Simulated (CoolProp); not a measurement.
Vapour-liquid equilibrium of neopentane (1) + n-pentane (2) at 0.0479 MPa; x and y are mole fractions of (1).

The numbers come from the multi-fluid Helmholtz-energy mixture model, Lemmon 2006 and Thol 2019; pair parameters Bell 2016 in CoolProp.

Task: Give the bubble temperature and the first vapour's composition at x = 0.05, 0.25, 0.45. Is there an azeotrope?

Result: x = 0.05: 13.7 °C, y = 0.124; x = 0.25: 6.7 °C, y = 0.480; x = 0.45: 1.1 °C, y = 0.698. No azeotrope shows between x = 0.05 and 0.95.

Pair parameters are fitted to limited data, so mixtures are less certain than the pure fluids.
